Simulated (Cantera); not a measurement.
Cantera run:

```python
import numpy as np
import cantera as ct

gas_names = [...]  # 151 gases of nasa_gas.yaml made of C, H, N, O, Si
cond_names = """
    C(gr) C6H6(L) C7H8(L) C8H18(L),n-octa H2O(s) H2O(L) Si(cr) Si(L) SiC(b) SiO2(Lqz) SiO2(hqz) SiO2(L)
    Si2N2O(s) Si3N4(a)
""".split()


# ... load() reads the species with a 1 bar reference pressure and builds the phases ...
atoms = {
    'TEOS': {'Si': 1, 'C': 8, 'H': 20, 'O': 4},
    'NO': {'N': 1, 'O': 1},
}
top_T = {'C(gr)': 4500, 'SiC(b)': 3050, 'Si2N2O(s)': 2100, 'Si3N4(a)': 2400}  # K; cautious upper limits of use, not melting points


# ... equilibrate(T, P, feed) seeds the gas with the atoms and calls Mixture.equilibrate('TP', solver="vcs", rtol=1e-11, max_steps=5000) ...
results = []
feed = {'TEOS': 1, 'NO': 0.65}  # mol
T = 1223  # K
P = 13332.2  # Pa
mix = equilibrate(T, P, feed)
results.append((T, P, feed, dict(zip(mix.species_names, mix.species_moles))))
print(gas.report(threshold=0.001))
for i in range(1, mix.n_phases):
    print(f"{mix.phase(i).name:16s} {mix.phase_moles(i):12.5e} mol")
```

Result:

```
       temperature   1223 K
          pressure   13332 Pa
           density   0.010483 kg/m^3
  mean mol. weight   7.9954 kg/kmol
   phase of matter   gas

                          1 kg             1 kmol
                     ---------------   ---------------
          enthalpy        6.4843e+05        5.1845e+06  J
   internal energy       -6.2337e+05       -4.9841e+06  J
           entropy             26285        2.1016e+05  J/K
    Gibbs function       -3.1498e+07       -2.5184e+08  J
 heat capacity c_p            3992.6             31922  J/K
 heat capacity c_v            2952.7             23608  J/K

                      mass frac. Y      mole frac. X     chem. pot. / RT
                     ---------------   ---------------   ---------------
               CH4         0.0021097         0.0010514           -42.443
                CO           0.71461           0.20398           -40.627
                H2           0.19399           0.76937           -20.306
                N2          0.087871          0.025079           -31.108
     [ +147 minor]         0.0014186         0.0005135

C(gr)             5.34263e+00 mol
Si(cr)            0.00000e+00 mol
SiC(b)            0.00000e+00 mol
SiO2(hqz)         1.00000e+00 mol
Si2N2O(s)         0.00000e+00 mol
Si3N4(a)          0.00000e+00 mol
```

Cantera equilibrium calculation (NASA polynomials, part measured and part estimated; ideal gas, pure solids and liquids). The feed counts by its element totals alone. The tables hold silica as quartz up to 1696 K and as liquid above; real silica turns to tridymite and cristobalite and melts near 1996 K.
